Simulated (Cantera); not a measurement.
Catalytic combustion on Pt

An isothermal plug-flow reactor at 725 K and 1.00 bar (inlet), inlet velocity 0.33 m/s, active area per volume 1600 1/m; feed 3.21 % CO, 18.9 % O2, 74.6 % N2, 3.31 % H2O, equivalence ratio 0.085.

Model: Deutschmann's 1995 Pt surface mechanism with GRI-Mech 3.0 gas chemistry, integrated in Cantera. Catalytic surfaces can have several steady states; this one follows from the mechanism file's or the stated starting coverage. Mass transfer to the wall is taken as infinitely fast.

```
z (m)       x CO   x O2   x H2O    x CO2  θ free Pt    θ O*     θ OH*     θ CO*
-------  -------  -----  ------  -------  ---------  ------  --------  --------
4.9e-05   0.0305  0.188  0.0331  0.00166     0.0466  0.0174  0.000858     0.935
8.6e-05   0.0291  0.188  0.0331  0.00301     0.0481  0.0186  0.000900     0.932
0.00015   0.0266  0.187  0.0331  0.00557     0.0515  0.0213  0.000997     0.926
0.00027   0.0205  0.184  0.0332   0.0118     0.0638  0.0332   0.00139     0.902
0.00049  0.00883  0.179  0.0334   0.0237     0.0215   0.971   0.00437   0.00291
0.00086  0.00736  0.179  0.0335   0.0252     0.0160   0.979   0.00379   0.00134
0.0015   0.00598  0.178  0.0335   0.0265     0.0136   0.982   0.00350  0.000778
0.0027   0.00449  0.177  0.0335   0.0281     0.0119   0.984   0.00327  0.000445
0.0049   0.00296  0.177  0.0335   0.0296     0.0107   0.986   0.00311  0.000237
```
x: gas mole fraction; θ: surface coverage.
